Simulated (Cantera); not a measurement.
## toluene + NH₃ + H₂ + O₂ (carbon deposition, reforming and gasification)

A closed system holds: 1 mol toluene, 0.054 mol NH₃, 2.4 mol H₂, 0.45 mol O₂, held at 0.0133 bar.

Cantera equilibrium calculation (NASA polynomials, part measured and part estimated; ideal gas, pure solids and liquids). Candidate condensed phases: C, C₆H₆, C₇H₈, C₈H₁₈, H₂O; 136 gas species. Equilibrium is a limit: real reactors are often held back by kinetics, nucleation or transport.

```tsv
T (°C)	x H₂	x CO	x H	x N₂	x C₂H₂ (acetylene)	x HCN	x CH₄	x H₂O	n C(graphite)
775	0.874	0.121	6.26e-8	0.00365	3.44e-9	6.10e-7	0.000595	0.000264	6.10
975	0.875	0.121	3.78e-6	0.00364	2.13e-7	7.01e-6	0.000114	2.18e-5	6.10
1175	0.875	0.121	7.47e-5	0.00362	4.16e-6	4.07e-5	3.40e-5	3.59e-6	6.10
1375	0.874	0.121	0.000721	0.00357	3.91e-5	0.000152	1.36e-5	9.21e-7	6.10
1575	0.870	0.121	0.00428	0.00342	0.000224	0.000421	6.65e-6	3.18e-7	6.09
1775	0.857	0.120	0.0179	0.00312	0.000898	0.000917	3.67e-6	1.34e-7	6.08
1975	0.817	0.118	0.0575	0.00265	0.00271	0.00163	2.12e-6	6.29e-8	6.04
```
x: gas mole fraction; n: condensed amount in mol.

From 775 °C to 1975 °C the condensed part is C(graphite). The main C-bearing gas is CO throughout.
